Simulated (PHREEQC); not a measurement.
A solution holds 1.2 mmol/kgw Na2B4O7 and 62 mmol/kgw KBr, at 25 °C. Closed to the air; pH follows from the charge balance.

Model: Pitzer model, pitzer.dat, run in PHREEQC.

No solid was allowed to form.

Q: Estimate the pH, osmotic coefficient.

A: pH 9.14; osmotic coefficient 0.937.

Q: In which forms is B present?

A: B(OH)3 50 %, B(OH)4- 50 % of the B.

Species that the database lacks are ignored.
